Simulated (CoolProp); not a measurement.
Properties of m-xylene along the isobar 8250 kPa (Tc = 616.9 K, pc = 3535 kPa, ω = 0.326).

Computed with CoolProp (reference Helmholtz-energy equation of state, Zhou 2012).

```
T (K)          phase  density (kg/m³)  isothermal compressibility (1/MPa)  conductivity (mW/(m K))  Prandtl number  fugacity coefficient
-----  -------------  ---------------  ----------------------------------  -----------------------  --------------  --------------------
543.6         liquid            629.9                            0.006495                     82.9            3.38                0.1683
554.6         liquid            615.6                            0.007512               (withheld)            3.27                0.1910
565.5         liquid            600.8                            0.008764                     80.7            3.17                0.2147
576.4         liquid            585.1                             0.01034                     79.8            3.05                0.2397
587.3         liquid            568.5                          (withheld)                     79.1            2.94                0.2657
598.2         liquid            550.9                             0.01494                     78.4            2.82                0.2926
609.1         liquid            532.1                             0.01833                     77.9            2.69                0.3202
620    supercritical            511.9                             0.02279               (withheld)            2.56                0.3483
```

### Question
Fill in the missing entries.

### Answer

- 554.6, conductivity (mW/(m K)): 81.8
- 587.3, isothermal compressibility (1/MPa): 0.01235
- 620, conductivity (mW/(m K)): 77.5

Viscosity comes from a separate model (Cao 2016). Thermal conductivity comes from a separate model (Mylona 2014).
